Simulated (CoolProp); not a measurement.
Vapour-liquid equilibrium of propylene (1) + propane (2) at 333.7 K; x and y are mole fractions of (1).

Model: multi-fluid Helmholtz-energy mixture model, Lemmon 2013 and Lemmon 2009; pair parameters Bell 2016, in CoolProp.

```tsv
x	bubble pressure (MPa)	y at the bubble point	dew pressure at overall composition x (MPa)	liquid density (mol/L)
0.05	2.169	0.057	2.165	9.696
0.15	2.223	0.168	2.215	9.737
0.25	2.274	0.274	2.263	9.780
0.35	2.322	0.377	2.310	9.829
0.45	2.367	0.477	2.355	9.881
0.55	2.409	0.574	2.399	9.939
0.65	2.447	0.670	2.439	10.00
0.75	2.483	0.765	2.477	10.07
0.85	2.515	0.859	2.512	10.15
0.95	2.543	0.953	2.543	10.23
```

No azeotrope shows between x = 0.05 and 0.95.

The pair parameters rest on a limited set of measurements; away from them the model extrapolates.
